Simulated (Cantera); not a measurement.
**Equilibrium for carbon deposition, reforming and gasification: C2H4 + H2 + O2**

Input: 1 mol C2H4, 39 mol H2, 0.29 mol O2, equilibrated at 2.40 bar.

Equilibrium computed with Cantera from the NASA thermochemical tables; the gas is ideal and each condensed phase is pure. Candidate condensed phases: C, C6H6, C7H8, C8H18, H2O; 110 gas species. Rates play no part.

```json
[
 {"T (K)": "773", "x H2": "0.934", "x CH4": "0.0513", "x H2O": "0.0149", "x CO": "1.61e-6", "n C(graphite)": "0"},
 {"T (K)": "823", "x H2": "0.934", "x CH4": "0.0513", "x H2O": "0.0149", "x CO": "1.31e-5", "n C(graphite)": "0"},
 {"T (K)": "873", "x H2": "0.934", "x CH4": "0.0512", "x H2O": "0.0148", "x CO": "8.44e-5", "n C(graphite)": "0"},
 {"T (K)": "923", "x H2": "0.934", "x CH4": "0.0508", "x H2O": "0.0144", "x CO": "0.000433", "n C(graphite)": "0"},
 {"T (K)": "973", "x H2": "0.936", "x CH4": "0.0494", "x H2O": "0.0130", "x CO": "0.00171", "n C(graphite)": "0"},
 {"T (K)": "1023", "x H2": "0.939", "x CH4": "0.0461", "x H2O": "0.00993", "x CO": "0.00467", "n C(graphite)": "0"},
 {"T (K)": "1073", "x H2": "0.944", "x CH4": "0.0418", "x H2O": "0.00593", "x CO": "0.00857", "n C(graphite)": "0"},
 {"T (K)": "1123", "x H2": "0.947", "x CH4": "0.0385", "x H2O": "0.00286", "x CO": "0.0116", "n C(graphite)": "0"},
 {"T (K)": "1173", "x H2": "0.949", "x CH4": "0.0367", "x H2O": "0.00123", "x CO": "0.0132", "n C(graphite)": "0"},
 {"T (K)": "1223", "x H2": "0.956", "x CH4": "0.0292", "x H2O": "0.000633", "x CO": "0.0137", "n C(graphite)": "0.265"},
 {"T (K)": "1273", "x H2": "0.965", "x CH4": "0.0210", "x H2O": "0.000382", "x CO": "0.0139", "n C(graphite)": "0.581"},
 {"T (K)": "1323", "x H2": "0.970", "x CH4": "0.0154", "x H2O": "0.000238", "x CO": "0.0139", "n C(graphite)": "0.800"},
 {"T (K)": "1373", "x H2": "0.974", "x CH4": "0.0115", "x H2O": "0.000153", "x CO": "0.0140", "n C(graphite)": "0.954"},
 {"T (K)": "1423", "x H2": "0.977", "x CH4": "0.00873", "x H2O": "0.000101", "x CO": "0.0140", "n C(graphite)": "1.06"}
]
```
x: gas mole fraction; n: condensed amount in mol.

From 773 K to 1173 K nothing is condensed. From 1223 K to 1423 K the condensed part is C(graphite). The main C-bearing gas is CH4 at 773 K and CO at 1423 K.
